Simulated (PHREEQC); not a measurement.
Dissolve 0.81 mol/kgw Na2SO4, 0.21 mol/kgw K2SO4 and 5.6 mol/kgw NaCl at 25 °C. Closed to the air; pH follows from the charge balance.

Equilibrium calculation in PHREEQC: Pitzer model, pitzer.dat.

Each row changes one thing in this solution. This is a speciation only: nothing precipitates in the calculation.

| case | HSO4- (mol/kgw) | SI of Halite (NaCl) | SI of Thenardite (Na2SO4) |
|---|---|---|---|
| as made | 2.00e-7 | +0.04 | +0.17 |
| diluted 5-fold with water | 1.35e-7 | -1.80 | -1.77 |
| K2SO4 left out | 1.77e-7 | +0.04 | +0.11 |
| K2SO4 from 0.21 to 0.189 mol/kgw | 1.97e-7 | +0.04 | +0.17 |
| temperature from 25 to 65 °C | 1.53e-6 | -0.05 | +0.28 |
| temperature from 25 to 70 °C | 1.90e-6 | -0.07 | +0.28 |
| Na2SO4 from 0.81 to 1.62 mol/kgw | 2.60e-7 | +0.24 | +0.62 |
| temperature from 25 to 30 °C | 2.69e-7 | +0.03 | +0.21 |
| K2SO4 from 0.21 to 0.42 mol/kgw | 2.22e-7 | +0.04 | +0.23 |

Some of these states are supersaturated (in Thenardite, Halite, for instance). At this temperature some constants are extrapolated from 25 °C, and those without enthalpy data are left unchanged.
